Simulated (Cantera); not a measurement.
Charge: 1 mol Cu2O, 27 mol H2, 1.8 mol H2O, equilibrated at 10.0 mbar.

Cantera equilibrium calculation (NASA polynomials, part measured and part estimated; ideal gas, pure solids and liquids). Candidate condensed phases: Cu, CuO, Cu(OH)2, Cu2O, H2O; 12 gas species. Equilibrium is a limit: real reactors are often held back by kinetics, nucleation or transport.

Question: Which condensed phases are stable at each of these points (T (°C)): 400, 550, 700, 850, 1000, 1150, 1300, 1450?

Answer: 
| T (°C) | condensed phases | Cu condensed (%) |
|---|---|---|
| 400 | Cu(s) | 100.0 |
| 550 | Cu(s) | 100.0 |
| 700 | Cu(s) | 100.0 |
| 850 | Cu(s) | 100.0 |
| 1000 | Cu(s) | 100.0 |
| 1150 | Cu(l) | 99.7 |
| 1300 | Cu(l) | 96.2 |
| 1450 | Cu(l) | 68.5 |

From 400 °C to 1000 °C the condensed part is Cu(s). From 1150 °C to 1450 °C the condensed part is Cu(l).
